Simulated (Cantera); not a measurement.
Charge: 1 mol SiH₂Cl₂, 21 mol NH₃, 4.9 mol N₂, held at 1825 K.

Points: P (Pa) = 5, 15, 45, 140, 410, 1200, 3700, 11000, 33000, 100000.

Cantera's Mixture.equilibrate('TP', solver="vcs", rtol=1e-11, max_steps=5000) on the NASA tables stopped like this:

```
T = 1825 K  P = 5 Pa  gas = 51.11 mol
   x: H2 5.947e-01  N2 3.013e-01  H 4.803e-02  HCL 3.429e-02  Si 1.779e-02  CL 2.112e-03  SiCL2 1.156e-03  SiCL 4.184e-04  SiH 1.031e-04
   condensed (mol): none
T = 1825 K  P = 15 Pa  gas = 50.47 mol
   x: H2 6.135e-01  N2 3.051e-01  HCL 3.245e-02  H 2.816e-02  Si 1.606e-02  SiCL2 2.716e-03  CL 1.136e-03  SiCL 6.094e-04  SiH 1.637e-04
   condensed (mol): none
ERROR: FAILURE its = 5001!

*******************************************************************************
CanteraError thrown by MultiPhase::equilibrate:
VCS solver failed. Return code: -1
*******************************************************************************
```

Problem. What got this run through?

Solution. Several could match; the one computed here: The failure is numerical, not chemical. The same input converged with solver="gibbs", rtol=1e-10, max_steps=50000, and the result passed a check of the equilibrium conditions:
```
T = 1825 K  P = 5 Pa  gas = 51.11 mol
   x: H2 5.947e-01  N2 3.013e-01  H 4.803e-02  HCL 3.429e-02  Si 1.779e-02  CL 2.112e-03  SiCL2 1.156e-03  SiCL 4.184e-04  SiH 1.031e-04
   condensed (mol): none
T = 1825 K  P = 15 Pa  gas = 50.47 mol
   x: H2 6.135e-01  N2 3.051e-01  HCL 3.245e-02  H 2.816e-02  Si 1.606e-02  SiCL2 2.716e-03  CL 1.136e-03  SiCL 6.094e-04  SiH 1.637e-04
   condensed (mol): none
T = 1825 K  P = 45 Pa  gas = 49.86 mol
   x: H2 6.284e-01  N2 3.088e-01  HCL 3.022e-02  H 1.646e-02  Si 1.011e-02  SiCL2 4.340e-03  SiCL 6.111e-04  CL 6.035e-04  SiH 1.806e-04
   condensed (mol): Si(L) 0.2201
T = 1825 K  P = 140 Pa  gas = 49.31 mol
   x: H2 6.388e-01  N2 3.122e-01  HCL 3.091e-02  H 9.407e-03  SiCL2 4.468e-03  Si 3.248e-03  SiCL 3.516e-04  CL 3.472e-04  SiH 1.032e-04
   condensed (mol): Si(L) 0.5872
T = 1825 K  P = 410 Pa  gas = 49.1 mol
   x: H2 6.434e-01  N2 3.136e-01  HCL 3.124e-02  H 5.517e-03  SiCL2 4.531e-03  Si 1.109e-03  SiCL 2.069e-04  CL 2.043e-04
   condensed (mol): Si(L) 0.7042
T = 1825 K  P = 1200 Pa  gas = 49.01 mol
   x: H2 6.458e-01  N2 3.142e-01  HCL 3.141e-02  SiCL2 4.565e-03  H 3.231e-03  Si 3.790e-04  SiCL 1.214e-04  CL 1.199e-04
   condensed (mol): Si(L) 0.7462
T = 1825 K  P = 3700 Pa  gas = 48.95 mol
   x: H2 6.472e-01  N2 3.146e-01  HCL 3.150e-02  SiCL2 4.581e-03  H 1.842e-03  Si 1.229e-04
   condensed (mol): Si(L) 0.7622
T = 1825 K  P = 11000 Pa  gas = 48.36 mol
   x: H2 6.539e-01  N2 3.067e-01  HCL 3.518e-02  SiCL2 3.020e-03  H 1.074e-03
   condensed (mol): Si3N4(a) 0.2832
T = 1825 K  P = 33000 Pa  gas = 48.3 mol
   x: H2 6.535e-01  N2 3.062e-01  HCL 3.792e-02  SiCL2 1.689e-03  H 6.198e-04
   condensed (mol): Si3N4(a) 0.3054
T = 1825 K  P = 100000 Pa  gas = 48.27 mol
   x: H2 6.533e-01  N2 3.058e-01  HCL 3.958e-02  SiCL2 8.798e-04  H 3.560e-04
   condensed (mol): Si3N4(a) 0.3187
```

The gas is ideal and each condensed phase is pure. The tables' values for SiCl, SiN, SiCl3 are old estimates; treat these amounts as uncertain. Gases not in the tables: Si2H6 and higher silanes.
